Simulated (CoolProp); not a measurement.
Vapour-liquid equilibrium of n-heptane (1) + o-xylene (2) at 0.0226 MPa; x and y are mole fractions of (1).

The numbers come from the multi-fluid Helmholtz-energy mixture model, Span 2003 and Zhou 2012; pair parameters Bell 2016 in CoolProp.

```
x     bubble temperature (°C)  y at the bubble point  dew temperature at overall composition x (°C)  liquid density (mol/L)
----  -----------------------  ---------------------  ---------------------------------------------  ----------------------
0.05                     89.5                  0.232                                              ?                   7.642
0.15                     80.8                  0.499                                           91.7                   7.547
0.25                     74.9                  0.644                                           88.9                   7.435
0.35                     70.5                  0.736                                              ?                   7.315
0.45                     67.0                  0.801                                           82.6                   7.191
0.55                     64.1                  0.850                                           78.8                   7.066
0.65                     61.6                  0.890                                           74.6                   6.943
0.75                     59.4                  0.925                                              ?                   6.821
0.85                     57.3                  0.957                                           64.1                   6.702
0.95                     55.4                  0.986                                           57.8                   6.586
```

### Question
Fill in the missing entries.

### Answer

- 0.05, dew temperature at overall composition x (°C): 94.3
- 0.35, dew temperature at overall composition x (°C): 85.9
- 0.75, dew temperature at overall composition x (°C): 69.7

No azeotrope shows between x = 0.05 and 0.95.

The pair parameters rest on a limited set of measurements; away from them the model extrapolates.
